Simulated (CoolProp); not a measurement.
A simple Rankine cycle with vinyl chloride: condensing at 291.15 K, boiler at 0.945 MPa, turbine inlet 429 K, turbine efficiency 0.75, pump efficiency 0.8, no recuperator. Each further row changes one setting.

Values from CoolProp's reference Helmholtz-energy equation of state, Thol 2022.

| case | thermal efficiency (%) | net work (kJ/kg) | heat in (kJ/kg) | turbine exit temperature (K) | volume ratio over the turbine |
|---|---|---|---|---|---|
| as stated | ? | 40.6 | 459 | 383.7 | ? |
| condensing temperature 283.15 K | 10.5 | ? | 471 | 373.8 | ? |
| boiler pressure 0.661 MPa | 6.1 | 28.4 | 463 | ? | ? |
| turbine efficiency 0.65 | 7.6 | ? | 459 | ? | 2.78 |

Question: Fill in the missing entries.

Answer: 
- as stated, thermal efficiency (%): 8.8
- as stated, volume ratio over the turbine: 2.73
- condensing temperature 283.15 K, net work (kJ/kg): 49.7
- condensing temperature 283.15 K, volume ratio over the turbine: 3.47
- boiler pressure 0.661 MPa, turbine exit temperature (K): 398.9
- boiler pressure 0.661 MPa, volume ratio over the turbine: 1.96
- turbine efficiency 0.65, net work (kJ/kg): 35.1
- turbine efficiency 0.65, turbine exit temperature (K): 389.0
